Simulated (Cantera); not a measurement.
A freely propagating, adiabatic, planar premixed flame of CH3OH : O2 : N2 = 1 : 1.61 : 4.6 (molar parts), unburnt at 325 K and 6.60 bar; mixture-averaged transport, grid criteria slope 0.08 and curve 0.16, no radiation.

Detailed kinetics in Cantera: GRI-Mech 3.0 (53 species, 325 reactions). GRI-Mech 3.0 was tuned for natural gas; its chemistry of methanol as a main component is partial and can be far from experiment. Burning velocities carry a grid error of a few per cent, more on coarse grids.

x: mole fraction of selected species; z is measured from the peak of heat release.

| z (mm) | T (K) | u (m/s) | x CH3OH | x O2 | x C2H2 | x CO | x H2O | x CH2O |
|---|---|---|---|---|---|---|---|---|
| -0.190 | 325 | 0.394 | 0.139 | 0.223 | <1e-8 | 5.15e-6 | 4.29e-5 | 1.67e-7 |
| -0.126 | 327 | 0.396 | 0.138 | 0.223 | <1e-8 | ? | ? | ? |
| -0.0948 | 334 | 0.406 | 0.138 | 0.221 | <1e-8 | ? | ? | ? |
| -0.0632 | 405 | 0.498 | 0.133 | 0.214 | <1e-8 | 0.00268 | 0.0148 | 0.000308 |
| -0.0316 | 851 | 1.09 | 0.0985 | 0.172 | 2.23e-8 | 0.0205 | 0.0816 | 0.00371 |
| -0.0158 | 1301 | 1.71 | 0.0530 | 0.128 | 5.22e-8 | 0.0419 | 0.141 | 0.00839 |
| 0 | 1780 | 2.40 | 0.00524 | 0.0779 | 9.65e-8 | 0.0646 | 0.203 | 0.00489 |
| 0.0158 | 1989 | 2.67 | 1.28e-5 | 0.0501 | 2.55e-8 | 0.0522 | 0.226 | 5.03e-5 |
| 0.0316 | 2099 | 2.80 | 2.62e-8 | 0.0381 | <1e-8 | 0.0379 | 0.233 | 2.58e-7 |
| 0.0632 | 2225 | 2.94 | <1e-8 | 0.0294 | <1e-8 | 0.0247 | 0.238 | <1e-8 |
| 0.126 | 2330 | 3.06 | <1e-8 | 0.0237 | <1e-8 | 0.0164 | 0.245 | <1e-8 |
| 0.253 | 2396 | 3.13 | <1e-8 | 0.0202 | <1e-8 | 0.0114 | 0.249 | <1e-8 |
| 0.505 | 2422 | 3.16 | <1e-8 | 0.0187 | <1e-8 | 0.00913 | 0.251 | <1e-8 |

### Question
Some entries are withheld; supply them.

### Answer

- -0.126, x CO: 4.79e-5
- -0.126, x H2O: 0.000358
- -0.126, x CH2O: 2.23e-6
- -0.0948, x CO: 0.000281
- -0.0948, x H2O: 0.00189
- -0.0948, x CH2O: 1.88e-5
